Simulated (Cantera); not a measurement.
A closed system holds: 1 mol Si2Cl6, 0.0052 mol Cl2, 830 mol H2, held at 875 K and 0.133 bar.

Method: chemical equilibrium by Gibbs-energy minimisation in Cantera with the NASA 1993 tables (ideal gas, pure condensed phases). Candidate condensed phases: Si; 19 gas species. The feed counts by its element totals alone. Kinetics and transport are ignored.

Base state: H2 0.997, HCl 0.00170, SiHCl3 0.000866, SiCl4 0.000674, SiH2Cl2 0.000102 (mole fractions); condensed: Si(s).

**Question.** What changes in the equilibrium state with this change: pressure from 0.133 bar to 0.0290 bar?

**Answer.** 
```csv
species,before,after
H2,0.997,0.996
HCl,0.00170,0.00250
SiCl4,0.000674,0.000693
SiHCl3,0.000866,0.000603
SiH2Cl2,0.000102,4.80e-5
"Si(s), mol",0.624,0.867
```
